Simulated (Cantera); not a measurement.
A closed system holds: 1 mol BN, a varied amount of O2, 0.63 mol H2, held at 1700 K and 105 Torr.

Method: chemical equilibrium by Gibbs-energy minimisation in Cantera with the NASA 1993 tables (ideal gas, pure condensed phases). Candidate condensed phases: B, BN, B2O3, B3O3H3, H2O; 39 gas species. Mutual solubility and eutectic melting of coexisting phases are not modelled. Kinetics and transport are ignored.

Task: What share of the B ends up in condensed phases as a function of n(O2) (mol), at 0.2, 0.54, 0.89, 1.2, 1.6, 1.9, 2.3, 2.6, 2.9, 3.3, 3.6, 4?

Result: 
| n(O2) (mol) | B condensed (%) | as |
|---|---|---|
| 0.2 | 97.3 | BN(s) + B2O3(l) |
| 0.54 | 96.8 | BN(s) + B2O3(l) |
| 0.89 | 83.4 | B2O3(l) |
| 1.2 | 72.7 | B2O3(l) |
| 1.6 | 69.1 | B2O3(l) |
| 1.9 | 66.7 | B2O3(l) |
| 2.3 | 63.7 | B2O3(l) |
| 2.6 | 61.7 | B2O3(l) |
| 2.9 | 59.8 | B2O3(l) |
| 3.3 | 57.4 | B2O3(l) |
| 3.6 | 55.8 | B2O3(l) |
| 4 | 53.6 | B2O3(l) |
